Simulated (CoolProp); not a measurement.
Vapour-liquid equilibrium of p-xylene (1) + n-decane (2) at 0.0172 MPa; x and y are mole fractions of (1).

Computed with CoolProp (multi-fluid Helmholtz-energy mixture model, Zhou 2012 and Lemmon 2006; pair parameters Bell 2016).

```json
[
 {"x": "0.05", "bubble temperature (°C)": "112.3", "y at the bubble point": "…", "dew temperature at overall composition x (°C)": "114.5", "liquid density (mol/L)": "4.710"},
 {"x": "0.2", "bubble temperature (°C)": "104.5", "y at the bubble point": "0.462", "dew temperature at overall composition x (°C)": "…", "liquid density (mol/L)": "5.050"},
 {"x": "0.35", "bubble temperature (°C)": "98.5", "y at the bubble point": "0.650", "dew temperature at overall composition x (°C)": "107.6", "liquid density (mol/L)": "5.418"},
 {"x": "0.5", "bubble temperature (°C)": "93.8", "y at the bubble point": "0.774", "dew temperature at overall composition x (°C)": "103.4", "liquid density (mol/L)": "5.824"},
 {"x": "0.65", "bubble temperature (°C)": "…", "y at the bubble point": "0.862", "dew temperature at overall composition x (°C)": "98.5", "liquid density (mol/L)": "6.277"},
 {"x": "0.8", "bubble temperature (°C)": "86.5", "y at the bubble point": "…", "dew temperature at overall composition x (°C)": "92.7", "liquid density (mol/L)": "6.790"},
 {"x": "0.95", "bubble temperature (°C)": "…", "y at the bubble point": "…", "dew temperature at overall composition x (°C)": "85.4", "liquid density (mol/L)": "7.376"}
]
```

Question: Complete the blanks.

Answer: 
- 0.05, y at the bubble point: 0.151
- 0.2, dew temperature at overall composition x (°C): 111.2
- 0.65, bubble temperature (°C): 89.9
- 0.8, y at the bubble point: 0.930
- 0.95, bubble temperature (°C): 83.4
- 0.95, y at the bubble point: 0.984

No azeotrope shows between x = 0.05 and 0.95.

Pair parameters are fitted to limited data, so mixtures are less certain than the pure fluids.
